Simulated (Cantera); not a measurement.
Input (Python, Cantera) and output of one run.

```python
import numpy as np
import cantera as ct

gas_names = [...]  # 91 gases of nasa_gas.yaml made of C, Cl, H
cond_names = """
    C(gr) C6H6(L) C7H8(L) C8H18(L),n-octa
""".split()


# ... load() reads the species with a 1 bar reference pressure and builds the phases ...
atoms = {
    'CCl4': {'C': 1, 'CL': 4},
    'H2': {'H': 2},
}
top_T = {'C(gr)': 4500}  # K; cautious upper limits of use, not melting points


# ... equilibrate(T, P, feed) seeds the gas with the atoms and calls Mixture.equilibrate('TP', solver="vcs", rtol=1e-11, max_steps=5000) ...
results = []
feed = {'CCl4': 1, 'H2': 8.2}  # mol
P = 70  # Pa
for T in [1200, 1300, 1400, 1500, 1600, 1700, 1800]:
    mix = equilibrate(T, P, feed)
    results.append((T, P, feed, dict(zip(mix.species_names, mix.species_moles))))

top = {s: max(r[3][s] / sum(r[3][g] for g in gas_names) for r in results) for s in gas_names}
cols = sorted((s for s in top if top[s] > 0.001), key=lambda s: -top[s])[:6]
seen = [c for c in cond_names if any(r[3].get(c, 0) > 1e-12 for r in results)]
print("log10 of partial pressures in bar; condensed amounts in mol")
print(f"{'T/K':>10s}" + "".join(f"{s[:9]:>10s}" for s in cols + seen))
for T, P, feed, n in results:
    ng = sum(n[g] for g in gas_names)
    print(f"{T:10.4g}" + "".join(f"{np.log10(max(n[s] / ng * P / 1e5, 1e-99)):10.3f}" for s in cols)
          + "".join(f"{n.get(c, 0):10.4g}" for c in seen))
```

Result:

```
log10 of partial pressures in bar; condensed amounts in mol
       T/K        H2       HCL         H        CL     C(gr)
      1200    -3.371    -3.561    -8.390    -8.643         1
      1300    -3.371    -3.561    -7.642    -7.906         1
      1400    -3.371    -3.562    -6.999    -7.273         1
      1500    -3.371    -3.562    -6.440    -6.724    0.9999
      1600    -3.372    -3.563    -5.951    -6.243    0.9997
      1700    -3.373    -3.565    -5.518    -5.820    0.9991
      1800    -3.377    -3.571    -5.134    -5.444    0.9978
```

These are equilibrium values from Cantera (NASA tables, ideal gas, pure condensed phases), not measurements of a reactor.
